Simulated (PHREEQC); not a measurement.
Solution (24 °C): 6.5 mmol/kgw CuSO4, 0.18 mmol/kgw HNO3 and 1.2 mmol/kgw Na2SO4. Closed to the air; pH follows from the charge balance.

Model: ion-association model, phreeqc.dat, run in PHREEQC.

No solid was allowed to form.

Order these S species by the share of S that they hold, largest first: SO4-2, NaSO4-, CuSO4, HSO4-.

SO4-2 (75 %), CuSO4 (24 %), HSO4- (0.57 %), NaSO4- (0.50 %)

The pH is 3.92 and the ionic strength 0.0224 mol/kgw.
